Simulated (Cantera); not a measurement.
Mixture: CH₄ : O₂ : N₂ = 1 : 5 : 15.5 (molar parts), equivalence ratio 0.40, at 2.80 bar, adiabatic and at constant volume. Ignition delay is the time to a rise of 400 K.

Cantera simulation using GRI-Mech 3.0 (53 species, 325 reactions); the numbers are that mechanism's predictions, not measurements.

**Question.** What does this change do: pressure from 2.80 bar to 1.00 bar?

**Answer.** 
| quantity | before | after |
|---|---|---|
| delay at 1023 K | 0.135 s | 0.389 s |
| delay at 1223 K | 6.89 ms | 16.9 ms |
| delay at 1423 K | 0.670 ms | 1.53 ms |
| delay at 1623 K | 0.117 ms | 0.284 ms |
| apparent activation energy between 1523 and 1723 K | 160 kJ/mol | 150 kJ/mol |
